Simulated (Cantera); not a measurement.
Input (Python, Cantera) and output of one run.

```python
import numpy as np
import cantera as ct

gas_names = [...]  # 135 gases of nasa_gas.yaml made of C, Cl, F, H
cond_names = """
    C(gr) C6H6(L) C7H8(L) C8H18(L),n-octa
""".split()


# ... load() reads the species with a 1 bar reference pressure and builds the phases ...
atoms = {
    'CCl4': {'C': 1, 'CL': 4},
    'F2': {'F': 2},
    'H2': {'H': 2},
}
top_T = {'C(gr)': 4500}  # K; cautious upper limits of use, not melting points


# ... equilibrate(T, P, feed) seeds the gas with the atoms and calls Mixture.equilibrate('TP', solver="vcs", rtol=1e-11, max_steps=5000) ...
results = []
feed = {'CCl4': 1, 'F2': 1.2, 'H2': 0.075}  # mol
P = 10000  # Pa
for T in [2000, 2250, 2500, 2750, 3000, 3250, 3500, 3750, 4000, 4250, 4500, 4750, 5000]:
    mix = equilibrate(T, P, feed)
    results.append((T, P, feed, dict(zip(mix.species_names, mix.species_moles))))

top = {s: max(r[3][s] / sum(r[3][g] for g in gas_names) for r in results) for s in gas_names}
cols = sorted((s for s in top if top[s] > 0.001), key=lambda s: -top[s])[:5]
seen = [c for c in cond_names if any(r[3].get(c, 0) > 1e-12 for r in results)]
print("log10 of partial pressures in bar; condensed amounts in mol")
print(f"{'T/K':>10s}" + "".join(f"{s[:9]:>10s}" for s in cols + seen))
for T, P, feed, n in results:
    ng = sum(n[g] for g in gas_names)
    print(f"{T:10.4g}" + "".join(f"{np.log10(max(n[s] / ng * P / 1e5, 1e-99)):10.3f}" for s in cols)
          + "".join(f"{n.get(c, 0):10.4g}" for c in seen))
```

Output:

```
log10 of partial pressures in bar; condensed amounts in mol
       T/K        CL         F         C       CF4       CF2     C(gr)
      2000    -1.139    -3.427   -10.517    -1.921    -2.913    0.4056
      2250    -1.108    -2.558    -8.439    -2.125    -2.219    0.3168
      2500    -1.140    -1.992    -6.779    -2.809    -1.929    0.2373
      2750    -1.168    -1.714    -5.423    -4.108    -2.065    0.4076
      3000    -1.190    -1.592    -4.295    -5.632    -2.403    0.5047
      3250    -1.215    -1.563    -3.389    -7.264    -2.886         0
      3500    -1.226    -1.529    -2.874    -8.887    -3.545         0
      3750    -1.237    -1.514    -2.468   -10.393    -4.188         0
      4000    -1.252    -1.506    -2.175   -11.795    -4.823         0
      4250    -1.264    -1.503    -2.004   -13.132    -5.479         0
      4500    -1.271    -1.501    -1.929   -14.400    -6.142         0
      4750    -1.274    -1.499    -1.900   -15.575    -6.774         0
      5000    -1.275    -1.499    -1.889   -16.649    -7.358         0
```

Equilibrium computed with Cantera from the NASA thermochemical tables; the gas is ideal and each condensed phase is pure. The tables' values for CCl are old estimates; treat these amounts as uncertain. Gases not in the tables: C2F6 and larger saturated fluorocarbons.
